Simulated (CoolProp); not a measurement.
Vapour-liquid equilibrium of ethane (1) + hydrogen sulfide (2) at 221.2 K; x and y are mole fractions of (1).

Model: multi-fluid Helmholtz-energy mixture model, Bücker 2006 and Lemmon 2006; pair parameters Kunz 2012, in CoolProp.

Give the bubble pressure and the first vapour's composition at x = 0.35, 0.425, 0.575. Is there an azeotrope?

x = 0.35: 0.4598 MPa, y = 0.714; x = 0.425: 0.4713 MPa, y = 0.728; x = 0.575: 0.4900 MPa, y = 0.756. y crosses x between x = 0.875 and 0.95: the model has an azeotrope there.

The pair parameters rest on a limited set of measurements; away from them the model extrapolates. With so large a gap from Raoult's law the liquid may split in two, which this calculation doesn't test in full.
